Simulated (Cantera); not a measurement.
A freely propagating, adiabatic, planar premixed flame of CH₄ : O₂ : N₂ = 1 : 2.06 : 7.75 (molar parts), unburnt at 523 K and 0.980 bar; mixture-averaged transport, grid criteria slope 0.08 and curve 0.16, no radiation.

Model: GRI-Mech 3.0 (53 species, 325 reactions), integrated in Cantera. Burning velocities carry a grid error of a few per cent, more on coarse grids.

Q: How do the results move with these cheaper or finer settings: unity-Lewis-number transport; multicomponent transport; multicomponent+Soret transport; grid criteria slope 0.5, curve 1; grid criteria slope 0.25, curve 0.5; grid criteria slope 0.03, curve 0.06?

A: 
```tsv
setting	laminar burning velocity	thermal thickness	peak x(HCO)	peak x(C₂H₄)	grid points
as above	99.5 cm/s	0.362 mm	6.10e-5	0.000484	150
unity-Lewis-number transport	73.7 cm/s	0.409 mm	5.45e-5	0.000365	131
multicomponent transport	99.7 cm/s	0.367 mm	6.12e-5	0.000496	150
multicomponent+Soret transport	98.2 cm/s	0.367 mm	6.07e-5	0.000478	150
grid criteria slope 0.5, curve 1	109 cm/s	0.400 mm	6.14e-5	0.000492	41
grid criteria slope 0.25, curve 0.5	103 cm/s	0.375 mm	6.11e-5	0.000481	57
grid criteria slope 0.03, curve 0.06	97.9 cm/s	0.360 mm	6.06e-5	0.000486	354
```
The base run took roughly 13 core-seconds.
Unity Lewis numbers drop preferential diffusion, which matters most where H2 and H carry the flame; Soret adds thermal diffusion.
